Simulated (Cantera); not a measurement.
Input (Python, Cantera):

```python
import numpy as np
import cantera as ct

gas = ct.Solution("gri30.yaml")
gas.TPX = 1875, 1333, {'CH4': 1, 'N2': 6}
inlet = ct.Reservoir(gas, clone=True)

reactor = ct.IdealGasConstPressureReactor(gas, energy="off", clone=False)
exhaust = ct.Reservoir(gas, clone=True)
tau = [29, 5.4, 1, 0.19, 0.035, 0.0066, 0.0012][0]
for a, b in ((inlet, reactor), (reactor, exhaust)):
    ct.MassFlowController(a, b, mdot=lambda t: reactor.mass / tau)
net = ct.ReactorNet([reactor])
show = ['CH4', 'C2H', 'C2H2', 'C2H6', 'C2H4']

rows = []
print(f"{'tau/s':>10s}{'T/K':>9s}" + "".join(f"{s:>11s}" for s in show))
for tau in [29, 5.4, 1, 0.19, 0.035, 0.0066, 0.0012]:
    net.initial_time = 0.0
    net.advance(30 * tau)
    before = gas.X
    net.advance(40 * tau)
    drift = np.max(np.abs(gas.X - before) / (gas.X + 1e-9))
    rows.append([gas.T, *gas[show].X, drift])
    print(f"{tau:10.3e}{gas.T:9.1f}" + "".join(f"{x:11.3e}" for x in gas[show].X))
```

Result:

```
     tau/s      T/K        CH4        C2H       C2H2       C2H6       C2H4
 2.900e+01   1875.0  8.449e-04  6.528e-06  6.094e-02  1.882e-08  4.302e-06
 5.400e+00   1875.0  3.099e-03  4.429e-06  6.069e-02  1.457e-07  1.804e-05
 1.000e+00   1875.0  1.043e-02  2.962e-06  5.734e-02  9.450e-07  1.138e-04
 1.900e-01   1875.0  2.998e-02  1.903e-06  4.782e-02  4.664e-06  6.641e-04
 3.500e-02   1875.0  7.316e-02  8.552e-07  2.609e-02  1.430e-05  2.930e-03
 6.600e-03   1875.0  1.308e-01  5.801e-08  1.821e-03  8.139e-06  2.234e-03
 1.200e-03   1875.0  1.421e-01  2.218e-10  3.533e-06  3.391e-07  3.214e-05
```

Cantera simulation using GRI-Mech 3.0 (53 species, 325 reactions); the numbers are that mechanism's predictions, not measurements. GRI-Mech 3.0 stops at C3 and has no aromatics, soot or wall deposition, so with more carbon than oxygen in the feed, carbon stays in small species such as C2H2 where larger ones or solid carbon would form. Radical loss at walls, strong at low pressure, is not modelled.
